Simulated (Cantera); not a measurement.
Feed: 1 mol Cr, 0.34 mol O2, 14 mol H2, equilibrated at 1300 K and 1.00e-6 bar.

Equilibrium computed with Cantera from the NASA thermochemical tables; the gas is ideal and each condensed phase is pure. Candidate condensed phases: Cr, Cr2O3, H2O; 13 gas species. Mutual solubility and eutectic melting of coexisting phases are not modelled. Rates play no part.

Base state: H2 0.994, Cr 0.00476, H 0.00110, H2O 0.000267 (mole fractions); condensed: Cr(s) + Cr2O3(s).

Question: What changes in the equilibrium state with this change: temperature from 1300 K to 1475 K?

Answer: 
```tsv
species	before	after
H2	0.994	0.943
Cr	0.00476	0.0399
H	0.00110	0.0126
CrO	2.49e-7	5.12e-5
H2O	0.000267	0.00407
Cr(s), mol	0.482	0
Cr2O3(s), mol	0.225	0.207
```
